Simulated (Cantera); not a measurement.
An adiabatic, constant-volume homogeneous reactor starts with CH4 : O2 : N2 = 1 : 0.952 : 17 (molar parts), equivalence ratio 2.1, at 1500 K and 540000 Pa.

Cantera simulation using GRI-Mech 3.0 (53 species, 325 reactions); the numbers are that mechanism's predictions, not measurements.

Q: Predict: time of steepest temperature rise; temperature at 2.00 s; equilibrium temperature; x(O2) at 2.00 s; x(HCO) at 2.00 s; x(NO) at 2.00 s; x(HCN) at 2.00 s.

A: 
```json
{
 "time_of_steepest_temperature_rise": "2.10 ms",
 "temperature at 2.00 s": "1982 K",
 "equilibrium_temperature": "1982 K",
 "x(O2) at 2.00 s": "3.50e-9 (gas-phase equilibrium 3.50e-9)",
 "x(HCO) at 2.00 s": "1.59e-8 (gas-phase equilibrium 1.59e-8)",
 "x(NO) at 2.00 s": "1.19e-6 (gas-phase equilibrium 9.81e-7)",
 "x(HCN) at 2.00 s": "3.15e-7 (gas-phase equilibrium 2.59e-7)"
}
```
